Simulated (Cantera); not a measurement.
A freely propagating, adiabatic, planar premixed flame of H2 : O2 : N2 = 1 : 0.192 : 0.723 (molar parts), unburnt at 473 K and 380000 Pa; mixture-averaged transport, grid criteria slope 0.08 and curve 0.16, no radiation.

Detailed kinetics in Cantera: the H2/O2 subset of GRI-Mech 3.0, which has no nitrogen chemistry. The hydrogen kinetics of GRI-Mech 3.0 are dated; newer H2 mechanisms differ, most at raised pressure. Burning velocities carry a grid error of a few per cent, more on coarse grids.

Question: What does this change do: 0.17 parts H2O added?

Answer: 
```json
[
 {"quantity": "laminar burning velocity", "before": "527 cm/s", "after": "378 cm/s"},
 {"quantity": "thermal thickness", "before": "0.0787 mm", "after": "0.0774 mm"},
 {"quantity": "peak x(H)", "before": "0.0440", "after": "0.0271"},
 {"quantity": "peak x(O)", "before": "0.00122", "after": "0.000687"},
 {"quantity": "peak x(OH)", "before": "0.00164", "after": "0.00125"}
]
```

Question: What does this change do: inlet temperature 473 to 350 K?

Answer: 
```tsv
quantity	before	after
laminar burning velocity	527 cm/s	305 cm/s
thermal thickness	0.0787 mm	0.0728 mm
peak x(H)	0.0440	0.0349
peak x(O)	0.00122	0.000901
peak x(OH)	0.00164	0.00122
```
